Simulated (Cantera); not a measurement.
An adiabatic, constant-volume homogeneous reactor starts with CH₄ : O₂ : N₂ = 1 : 6.06 : 22.8 (molar parts), at 1773 K and 2030 Torr.

Cantera simulation using GRI-Mech 3.0 (53 species, 325 reactions); the numbers are that mechanism's predictions, not measurements.

Task: Predict: time of steepest temperature rise; temperature at 0.200 s; equilibrium temperature; x(O₂) at 0.200 s; x(CO) at 0.200 s; x(NO) at 0.200 s; x(H₂) at 0.200 s; x(H₂O₂) at 0.200 s.

Result: 
- time of steepest temperature rise = 50.5 µs
- temperature at 0.200 s = 2527 K
- equilibrium temperature = 2527 K
- x(O₂) at 0.200 s = 0.124 (gas-phase equilibrium 0.124)
- x(CO) at 0.200 s = 0.00194 (gas-phase equilibrium 0.00194)
- x(NO) at 0.200 s = 0.0182 (gas-phase equilibrium 0.0182)
- x(H₂) at 0.200 s = 0.000610 (gas-phase equilibrium 0.000610)
- x(H₂O₂) at 0.200 s = 3.21e-7 (gas-phase equilibrium 3.21e-7)
